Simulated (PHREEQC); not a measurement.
A solution holds 31 mmol/kgw K2CO3 and 4.1 mmol/kgw H3BO3, at 25 °C. Closed to the air; pH follows from the charge balance.

Computed with PHREEQC (ion-association model, phreeqc.dat).

Precipitation was switched off in this run.

Problem. What pH, density does the model give?

Solution. pH 10.77; density 1.001 g/cm³.

Problem. In which forms is B present?

Solution. H2BO3- 98 %, H3BO3 2.2 % of the B.

Complexes and solids missing from the database can't appear.
